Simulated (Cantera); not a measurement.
A closed system holds: 1 mol Si₂H₆, 6.1 mol O₃, 10 mol H₂, at 1200 K and 0.160 bar.

These are equilibrium values from Cantera (NASA tables, ideal gas, pure condensed phases), not measurements of a reactor. Candidate condensed phases: H₂O, Si, SiO₂; 18 gas species. The feed counts by its element totals alone. The tables hold silica as quartz up to 1696 K and as liquid above; real silica turns to tridymite and cristobalite and melts near 1996 K. The numbers say what is thermodynamically allowed, not how fast it happens.

Base state: H₂O 0.952, O₂ 0.0476, OH 1.01e-5 (mole fractions); condensed: SiO₂(β-quartz).

What changes in the equilibrium state with this change: temperature from 1200 K to 1973 K?


| species | before | after |
|---|---|---|
| H₂O | 0.952 | 0.944 |
| O₂ | 0.0476 | 0.0471 |
| OH | 1.01e-5 | 0.00599 |
| H₂ | 1.39e-7 | 0.00255 |
| H | <1e-9 | 0.000170 |
| O | 1.37e-8 | 0.000294 |
| SiO₂(β-quartz), mol | 2.00 | 0 |
| SiO₂(condensed), mol | 0 | 2.00 |
Gases not in the tables: Si(OH)₄.
